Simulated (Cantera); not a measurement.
Input: 1 mol SiC, 0.0077 mol C, 0.16 mol N₂, at 2100 °C and 1.80 mbar.

Cantera equilibrium calculation (NASA polynomials, part measured and part estimated; ideal gas, pure solids and liquids). Candidate condensed phases: C, Si, SiC, Si₃N₄; 20 gas species. The tables' values for SiN are old estimates; treat these amounts as uncertain. Equilibrium is a limit: real reactors are often held back by kinetics, nucleation or transport.

Base state: N₂ 0.781, Si 0.169, SiC₂ 0.0298, Si₂C 0.0171, SiN 0.000783, CN 0.000706, Si₂ 0.000648, Si₂N 0.000133 (mole fractions); condensed: C(graphite) + SiC(s).

Question: What changes in the equilibrium state with this change: temperature from 2100 °C to 2025 °C?

Answer: 
| species | before | after |
|---|---|---|
| N₂ | 0.781 | 0.910 |
| Si | 0.169 | 0.0727 |
| SiC₂ | 0.0298 | 0.00998 |
| Si₂C | 0.0171 | 0.00588 |
| Si₃ | 2.06e-5 | 5.35e-6 |
| C₃ | 3.43e-5 | 8.98e-6 |
| SiC | 3.93e-5 | 1.09e-5 |
| C | 1.47e-5 | 4.51e-6 |
| C(graphite), mol | 0.0401 | 0.0198 |
| SiC(s), mol | 0.952 | 0.983 |

Question: What changes in the equilibrium state with this change: pressure from 1.80 mbar to 5.70 bar?

Answer: 
```json
[
 {"species": "N₂", "before": "0.781", "after": "1.000"},
 {"species": "Si", "before": "0.169", "after": "5.35e-5"},
 {"species": "C₂N₂", "before": "2.72e-5", "after": "3.48e-5"},
 {"species": "SiC₂", "before": "0.0298", "after": "9.42e-6"},
 {"species": "Si₂C", "before": "0.0171", "after": "5.41e-6"},
 {"species": "SiC", "before": "3.93e-5", "after": "1.24e-8"},
 {"species": "C₃", "before": "3.43e-5", "after": "1.08e-8"},
 {"species": "Si₂", "before": "0.000648", "after": "2.05e-7"},
 {"species": "Si₃", "before": "2.06e-5", "after": "6.50e-9"},
 {"species": "C(graphite), mol", "before": "0.0401", "after": "0.00770"},
 {"species": "SiC(s), mol", "before": "0.952", "after": "1.000"}
]
```

Question: What changes in the equilibrium state with this change: pressure from 1.80 mbar to 7.40 bar?

Answer: 
```tsv
species	before	after
N₂	0.781	1.000
Si	0.169	4.12e-5
C₂N₂	2.72e-5	3.48e-5
SiC₂	0.0298	7.26e-6
Si₂C	0.0171	4.17e-6
Si₂	0.000648	1.58e-7
SiC	3.93e-5	9.55e-9
C₃	3.43e-5	8.35e-9
Si₃	2.06e-5	5.01e-9
C(graphite), mol	0.0401	0.00770
SiC(s), mol	0.952	1.000
```
